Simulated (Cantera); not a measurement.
# Premixed flame

A freely propagating, adiabatic, planar premixed flame of 37.6 % H2, 12.5 % O2, 49.9 % N2, equivalence ratio 1.5, unburnt at 448 K and 1.00 bar; mixture-averaged transport, grid criteria slope 0.08 and curve 0.16, no radiation.

Computed with Cantera and the H2/O2 subset of GRI-Mech 3.0, which has no nitrogen chemistry. Burning velocities carry a grid error of a few per cent, more on coarse grids.

| z (mm) | T (K) | u (m/s) | x H2 | x O2 | x H2O | x HO2 | x H2O2 | x OH |
|---|---|---|---|---|---|---|---|---|
| -1.21 | 448 | 5.31 | 0.376 | 0.125 | <1e-8 | <1e-8 | <1e-8 | <1e-8 |
| -0.805 | 448 | 5.31 | 0.376 | 0.125 | <1e-8 | <1e-8 | <1e-8 | <1e-8 |
| -0.604 | 448 | 5.31 | 0.376 | 0.125 | <1e-8 | <1e-8 | <1e-8 | <1e-8 |
| -0.403 | 448 | 5.31 | 0.375 | 0.125 | 1.15e-7 | 1.03e-7 | <1e-8 | <1e-8 |
| -0.201 | 465 | 5.49 | 0.371 | 0.125 | 0.000467 | 0.000204 | 6.44e-6 | 3.49e-5 |
| -0.101 | 739 | 8.48 | 0.334 | 0.119 | 0.0223 | 0.000223 | 4.07e-5 | 0.000956 |
| 0 | 1189 | 13.2 | 0.235 | 0.0820 | 0.105 | 8.11e-5 | 4.11e-6 | 0.00250 |
| 0.101 | 1489 | 16.4 | 0.143 | 0.0274 | 0.207 | 2.52e-5 | 2.02e-6 | 0.00597 |
| 0.201 | 1625 | 17.8 | 0.117 | 0.00911 | 0.242 | 7.95e-6 | 1.31e-6 | 0.00762 |
| 0.403 | 1757 | 19.0 | 0.116 | 0.00410 | 0.253 | 3.33e-6 | 7.72e-7 | 0.00874 |
| 0.805 | 1891 | 20.3 | 0.122 | 0.00274 | 0.260 | 2.07e-6 | 4.09e-7 | 0.00897 |
| 1.61 | 2019 | 21.5 | 0.127 | 0.00165 | 0.266 | 1.22e-6 | 2.13e-7 | 0.00824 |
| 3.22 | 2127 | 22.4 | 0.131 | 0.000846 | 0.273 | 6.53e-7 | 1.12e-7 | 0.00669 |
x: mole fraction of selected species; z is measured from the peak of heat release.

```json
{
  "laminar_burning_velocity": "531 cm/s",
  "thermal_thickness": "0.403 mm",
  "peak x(HO2)": "0.000392",
  "peak x(H2O2)": "4.46e-5",
  "peak x(OH)": "0.00900",
  "grid_points": "118"
}
```
